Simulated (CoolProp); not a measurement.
Properties of carbonyl sulfide along the isotherm 355.3 K (Tc = 378.8 K, pc = 63.69 bar, ω = 0.098).

Values from CoolProp's reference Helmholtz-energy equation of state, Lemmon 2006. It is a short technical equation, of lower accuracy than the large ones.

| p (bar) | phase | cp (kJ/(kg K)) | expansivity (1/kK) |
|---|---|---|---|
| 9.95 | gas | 0.7987 | 3.482 |
| 19.9 | gas | 0.8977 | 4.543 |
| 29.9 | gas | 1.084 | ? |
| 39.8 | gas | ? | 12.46 |
| 49.8 | liquid | 1.996 | 8.034 |
| 59.7 | liquid | 1.845 | 6.802 |
| 69.7 | liquid | 1.744 | 5.990 |
| 79.6 | liquid | 1.671 | ? |
| 89.6 | liquid | 1.615 | 4.969 |
| 99.5 | liquid | 1.570 | 4.620 |
| 109 | liquid | ? | 4.344 |
| 119 | liquid | 1.502 | 4.099 |
| 129 | liquid | 1.475 | ? |
| 139 | liquid | ? | 3.709 |
| 149 | liquid | 1.430 | ? |
| 159 | liquid | 1.412 | ? |

### Question
Complete the blanks.

### Answer

- 29.9, expansivity (1/kK): 6.576
- 39.8, cp (kJ/(kg K)): 1.620
- 79.6, expansivity (1/kK): 5.414
- 109, cp (kJ/(kg K)): 1.534
- 129, expansivity (1/kK): 3.890
- 139, cp (kJ/(kg K)): 1.451
- 149, expansivity (1/kK): 3.551
- 159, expansivity (1/kK): 3.410
